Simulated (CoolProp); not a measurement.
Vapour-liquid equilibrium of propylene (1) + R114 (2) at 298.9 K; x and y are mole fractions of (1).

Model: multi-fluid Helmholtz-energy mixture model, Lemmon 2013 and Platzer 1990; pair parameters Bell 2016, in CoolProp. This equation is an older, rougher fit; its heat capacities, sound speeds and derivatives of the liquid may be far off and weren't checked against measurements.

```json
[
 {"x": "0.05", "bubble pressure, mixture model (MPa)": "(withheld)", "bubble pressure, Raoult's law (MPa)": "0.2675", "y, mixture model": "0.240", "y, Raoult's law": "0.220"},
 {"x": "0.125", "bubble pressure, mixture model (MPa)": "0.3717", "bubble pressure, Raoult's law (MPa)": "0.3392", "y, mixture model": "0.454", "y, Raoult's law": "0.433"},
 {"x": "0.2", "bubble pressure, mixture model (MPa)": "0.4598", "bubble pressure, Raoult's law (MPa)": "0.4109", "y, mixture model": "0.583", "y, Raoult's law": "0.572"},
 {"x": "0.275", "bubble pressure, mixture model (MPa)": "0.5435", "bubble pressure, Raoult's law (MPa)": "0.4827", "y, mixture model": "0.669", "y, Raoult's law": "0.670"},
 {"x": "0.35", "bubble pressure, mixture model (MPa)": "0.6218", "bubble pressure, Raoult's law (MPa)": "0.5544", "y, mixture model": "0.730", "y, Raoult's law": "0.743"},
 {"x": "0.425", "bubble pressure, mixture model (MPa)": "(withheld)", "bubble pressure, Raoult's law (MPa)": "0.6262", "y, mixture model": "(withheld)", "y, Raoult's law": "0.798"},
 {"x": "0.5", "bubble pressure, mixture model (MPa)": "0.7628", "bubble pressure, Raoult's law (MPa)": "0.6979", "y, mixture model": "0.813", "y, Raoult's law": "0.843"},
 {"x": "0.575", "bubble pressure, mixture model (MPa)": "0.8269", "bubble pressure, Raoult's law (MPa)": "0.7696", "y, mixture model": "0.845", "y, Raoult's law": "0.879"},
 {"x": "0.65", "bubble pressure, mixture model (MPa)": "0.8884", "bubble pressure, Raoult's law (MPa)": "0.8414", "y, mixture model": "0.873", "y, Raoult's law": "0.909"},
 {"x": "0.725", "bubble pressure, mixture model (MPa)": "0.9484", "bubble pressure, Raoult's law (MPa)": "0.9131", "y, mixture model": "0.899", "y, Raoult's law": "0.934"},
 {"x": "0.8", "bubble pressure, mixture model (MPa)": "1.008", "bubble pressure, Raoult's law (MPa)": "0.9849", "y, mixture model": "0.925", "y, Raoult's law": "0.955"},
 {"x": "0.875", "bubble pressure, mixture model (MPa)": "1.069", "bubble pressure, Raoult's law (MPa)": "1.057", "y, mixture model": "0.951", "y, Raoult's law": "0.974"},
 {"x": "0.95", "bubble pressure, mixture model (MPa)": "1.133", "bubble pressure, Raoult's law (MPa)": "1.128", "y, mixture model": "0.979", "y, Raoult's law": "0.990"}
]
```

Q: Fill in the missing entries.

A: 
- 0.05, bubble pressure, mixture model (MPa): 0.2806
- 0.425, bubble pressure, mixture model (MPa): 0.6947
- 0.425, y, mixture model: 0.776

The largest gap from Raoult's law is +12.6 % in bubble pressure, at x = 0.275. No azeotrope shows between x = 0.05 and 0.95.

The pair parameters rest on a limited set of measurements; away from them the model extrapolates.
